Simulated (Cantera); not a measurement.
An isothermal, constant-pressure homogeneous reactor starts with NO : N₂ = 1 : 0.47 (molar parts), at 2025 K and 0.0133 bar. Integrator tolerance rtol = 1e-08.

Detailed kinetics in Cantera: GRI-Mech 3.0 (53 species, 325 reactions). Radical loss at walls, strong at low pressure, is not modelled.

| quantity | before | after |
|---|---|---|
| x(NO) at 10.0 s | 0.201 (gas-phase equilibrium 0.00944) | 0.211 (gas-phase equilibrium 0.00995) |
| x(O₂) at 10.0 s | 0.237 (gas-phase equilibrium 0.333) | 0.362 (gas-phase equilibrium 0.462) |
| x(O) at 10.0 s | 0.00349 (gas-phase equilibrium 0.00406) | 0.00429 (gas-phase equilibrium 0.00479) |
| x(N₂O) at 10.0 s | 8.30e-6 (gas-phase equilibrium 5.57e-8) | 8.08e-6 (gas-phase equilibrium 5.25e-8) |
| x(N₂) at 10.0 s | 0.558 (gas-phase equilibrium 0.654) | 0.423 (gas-phase equilibrium 0.523) |
| x(NO₂) at 10.0 s | 4.03e-5 (gas-phase equilibrium 2.27e-6) | 5.24e-5 (gas-phase equilibrium 2.82e-6) |

Task: Name the change that produced these shifts.
A) NO 1 to 0.14 parts
B) NO 1 to 7.6 parts
C) pressure from 0.0133 bar to 0.430 bar
D) temperature 2025 to 1750 K

Result: B, NO 1 to 7.6 parts
